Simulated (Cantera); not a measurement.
Cantera with NASA thermochemical tables; ideal gases at 1 bar, condensed phases pure. Values are per mole of reaction as written; species without (g) are pure solids or liquids, kept so even where they would boil at 1 bar.

4 TiO(g) + O₃(g) = Ti₄O₇

| T (K) | ΔH° (kJ) | ΔS° (J/K) | ΔG° (kJ) | log10 K |
|---|---|---|---|---|
| 1123 | -3700.7 | -878.9 | -2713.7 | 126.22 |
| 1173 | -3696.1 | -874.9 | -2669.8 | 118.89 |
| 1223 | -3691.4 | -871.0 | -2626.2 | 112.16 |
| 1273 | ? | ? | ? | ? |
| 1323 | -3682.0 | -863.6 | -2539.4 | 100.26 |
| 1373 | -3677.2 | -860.1 | -2496.3 | 94.97 |
| 1423 | ? | ? | ? | ? |
| 1473 | -3667.6 | -853.3 | -2410.7 | 85.48 |
| 1523 | ? | ? | ? | ? |
| 1573 | ? | ? | ? | ? |
| 1623 | -3653.2 | -844.0 | -2283.4 | 73.49 |

Q: Fill in the missing entries.

A: 
- 1273, ΔH° (kJ): -3686.7
- 1273, ΔS° (J/K): -867.3
- 1273, ΔG° (kJ): -2582.7
- 1273, log10 K: 105.97
- 1423, ΔH° (kJ): -3672.4
- 1423, ΔS° (J/K): -856.6
- 1423, ΔG° (kJ): -2453.4
- 1423, log10 K: 90.06
- 1523, ΔH° (kJ): -3662.8
- 1523, ΔS° (J/K): -850.1
- 1523, ΔG° (kJ): -2368.1
- 1523, log10 K: 81.22
- 1573, ΔH° (kJ): -3658.0
- 1573, ΔS° (J/K): -847.0
- 1573, ΔG° (kJ): -2325.7
- 1573, log10 K: 77.23
